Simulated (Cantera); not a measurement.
A perfectly stirred reactor is fed with C2H6 : N2 = 1 : 4 (molar parts), at 0.00110 bar; it is held at 1000 K, and followed from long to short residence time.

Cantera simulation using GRI-Mech 3.0 (53 species, 325 reactions); the numbers are that mechanism's predictions, not measurements. GRI-Mech 3.0 stops at C3 and has no aromatics, soot or wall deposition, so with more carbon than oxygen in the feed, carbon stays in small species such as C2H2 where larger ones or solid carbon would form. Radical loss at walls, strong at low pressure, is not modelled.

Q: What does this change do: N2 4 to 23 parts?

A: 
```tsv
quantity	before	after
x(C2H6) at τ = 7.50 s	0.187	0.0399
x(H) at τ = 7.50 s	4.24e-7	3.00e-7
x(H2) at τ = 7.50 s	0.0101	0.00154
x(CH4) at τ = 7.50 s	0.000977	0.000126
x(CH3) at τ = 7.50 s	8.78e-6	5.48e-6
x(C2H6) at τ = 53.0 ms	0.200	0.0417
x(H) at τ = 53.0 ms	4.59e-9	8.95e-10
x(H2) at τ = 53.0 ms	8.40e-7	3.41e-8
x(CH4) at τ = 53.0 ms	4.41e-7	2.40e-8
x(CH3) at τ = 53.0 ms	5.93e-7	1.55e-7
```

Q: What does this change do: temperature 1000 to 1525 K?

A: 
| quantity | before | after |
|---|---|---|
| x(C2H6) at τ = 7.50 s | 0.187 | 0.000318 |
| x(H) at τ = 7.50 s | 4.24e-7 | 0.000576 |
| x(H2) at τ = 7.50 s | 0.0101 | 0.240 |
| x(CH4) at τ = 7.50 s | 0.000977 | 0.0347 |
| x(CH3) at τ = 7.50 s | 8.78e-6 | 0.00170 |
| x(C2H6) at τ = 53.0 ms | 0.200 | 0.0328 |
| x(H) at τ = 53.0 ms | 4.59e-9 | 0.000653 |
| x(H2) at τ = 53.0 ms | 8.40e-7 | 0.102 |
| x(CH4) at τ = 53.0 ms | 4.41e-7 | 0.0686 |
| x(CH3) at τ = 53.0 ms | 5.93e-7 | 0.0157 |

Q: What does this change do: pressure from 0.00110 bar to 0.0133 bar?

A: 
```tsv
quantity	before	after
x(C2H6) at τ = 7.50 s	0.187	0.136
x(H) at τ = 7.50 s	4.24e-7	2.56e-7
x(H2) at τ = 7.50 s	0.0101	0.0505
x(CH4) at τ = 7.50 s	0.000977	0.00346
x(CH3) at τ = 7.50 s	8.78e-6	2.16e-6
x(C2H6) at τ = 53.0 ms	0.200	0.200
x(H) at τ = 53.0 ms	4.59e-9	3.41e-8
x(H2) at τ = 53.0 ms	8.40e-7	7.55e-5
x(CH4) at τ = 53.0 ms	4.41e-7	4.45e-6
x(CH3) at τ = 53.0 ms	5.93e-7	4.94e-7
```
